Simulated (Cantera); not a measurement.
A closed system holds: 1 mol SiH₂Cl₂, 1.4 mol NO, 0.68 mol H₂O, equilibrated at 450 Pa.

These are equilibrium values from Cantera (NASA tables, ideal gas, pure condensed phases), not measurements of a reactor. Candidate condensed phases: H₂O, NH₄Cl, Si, SiO₂, Si₂N₂O, Si₃N₄; 47 gas species. The tables hold silica as quartz up to 1696 K and as liquid above; real silica turns to tridymite and cristobalite and melts near 1996 K. Rates play no part. All values below are at 1825 K.

Base state: HCl 0.579, N₂ 0.205, H₂ 0.173, H₂O 0.0282, Cl 0.00697, SiO 0.00483, H 0.00273, OH 3.12e-5 (mole fractions); condensed: SiO₂(condensed).

What changes in the equilibrium state with this change: NO from 1.4 to 23 mol?


```tsv
species	before	after
N₂	0.205	0.459
O₂	2.72e-8	0.410
HCl	0.579	0.0495
H₂	0.173	6.53e-5
Cl	0.00697	0.0307
H₂O	0.0282	0.0414
SiO	0.00483	1.24e-6
ClO	1.34e-9	2.29e-5
NO	8.29e-7	0.00482
O	3.78e-7	0.00147
OH	3.12e-5	0.00235
SiO₂(condensed), mol	0.983	1.000
```
